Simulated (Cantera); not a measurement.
An isothermal, constant-pressure homogeneous reactor starts with 21.7 % H2, 16.7 % O2, 61.7 % N2, equivalence ratio 0.65, at 948 K and 458 Torr.

Cantera simulation using GRI-Mech 3.0 (53 species, 325 reactions); the numbers are that mechanism's predictions, not measurements. Below about 950 K walls govern HO2 and H2O2 in real vessels. The temperature is held fixed by assumption; the heat of reaction is taken as removed at once.

x: mole fraction; the columns are a selection and need not sum to one.

| t (s) | x H2 | x O2 | x NO | x HO2 | x NO2 | x OH |
|---|---|---|---|---|---|---|
| 4.00e-5 | 0.217 | 0.167 | <1e-12 | 3.07e-10 | <1e-12 | 6.66e-12 |
| 0.000131 | 0.217 | 0.167 | <1e-12 | 4.03e-9 | <1e-12 | 6.49e-11 |
| 0.000429 | 0.217 | 0.167 | <1e-12 | 1.34e-6 | <1e-12 | 1.95e-8 |
| 0.00141 | 0.0759 | 0.101 | ? | 0.000107 | 7.40e-9 | 7.16e-6 |
| 0.00461 | 0.0753 | 0.101 | ? | 3.08e-5 | 8.57e-8 | 3.84e-8 |
| 0.0151 | 0.0750 | 0.100 | ? | 3.46e-5 | 8.05e-8 | 5.92e-8 |
| 0.0494 | 0.0726 | 0.0992 | 4.26e-8 | 4.89e-5 | 6.86e-8 | 1.56e-7 |
| 0.162 | 0.0585 | 0.0925 | ? | 5.25e-5 | 6.56e-8 | 2.42e-7 |
| 0.530 | 0.0272 | 0.0780 | ? | 3.93e-5 | 7.56e-8 | 2.45e-7 |
| 1.74 | 0.00225 | 0.0665 | ? | 1.18e-5 | 9.98e-8 | 2.02e-7 |
| 5.69 | 0.000126 | 0.0655 | ? | 1.25e-6 | 1.12e-7 | 3.90e-8 |
| 18.6 | 1.75e-5 | 0.0654 | ? | 2.29e-7 | 1.14e-7 | 1.11e-8 |
| 61.1 | 1.50e-6 | 0.0654 | ? | 3.30e-8 | 1.12e-7 | 5.65e-9 |
| 200 | 2.79e-10 | 0.0654 | ? | 7.95e-10 | 4.12e-8 | 1.69e-8 |

Problem. Some entries are withheld; supply them.

Solution. 
- 0.00141, x NO: 1.04e-7
- 0.00461, x NO: 2.53e-8
- 0.0151, x NO: 3.06e-8
- 0.162, x NO: 4.62e-8
- 0.530, x NO: 3.78e-8
- 1.74, x NO: 1.49e-8
- 5.69, x NO: 2.42e-9
- 18.6, x NO: 1.17e-9
- 61.1, x NO: 2.53e-9
- 200, x NO: 7.37e-8
